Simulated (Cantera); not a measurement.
Input: 1 mol MgO, 0.96 mol CH₄, 0.87 mol CO, at 1 atm.

Equilibrium computed with Cantera from the NASA thermochemical tables; the gas is ideal and each condensed phase is pure. Candidate condensed phases: C, C₆H₆, C₇H₈, C₈H₁₈, H₂O, Mg, MgCO₃, MgO, Mg(OH)₂; 116 gas species. The tables' values for MgH are old estimates; treat these amounts as uncertain. Rates play no part. All values below are at 1798 K.

Base state: H₂ 0.678, CO 0.314, Mg 0.00651, CH₄ 0.000361, H 0.000288, C₂H₂ (acetylene) 0.000117, MgH 7.30e-5, H₂O 6.22e-5 (mole fractions); condensed: C(graphite) + MgO(s).

**Question.** What changes in the equilibrium state with this change: pressure from 1 atm to 7.50 Torr?

**Answer.** 
```csv
species,before,after
H₂,0.678,0.406
CO,0.314,0.388
Mg,0.00651,0.204
C₂H₂ (acetylene),0.000117,<1e-9
CH₄,0.000361,4.80e-9
"C(graphite), mol",0.940,0
"MgO(s), mol",0.981,0.0393
```

**Question.** What changes in the equilibrium state with this change: CO from 0.87 to 0.24 mol?

**Answer.** 
```json
[
 {"species": "H₂", "before": "0.678", "after": "0.858"},
 {"species": "CO", "before": "0.314", "after": "0.124"},
 {"species": "Mg", "before": "0.00651", "after": "0.0165"},
 {"species": "MgH", "before": "7.30e-5", "after": "0.000208"},
 {"species": "H₂O", "before": "6.22e-5", "after": "3.11e-5"},
 {"species": "C(graphite), mol", "before": "0.940", "after": "0.921"},
 {"species": "MgO(s), mol", "before": "0.981", "after": "0.963"}
]
```
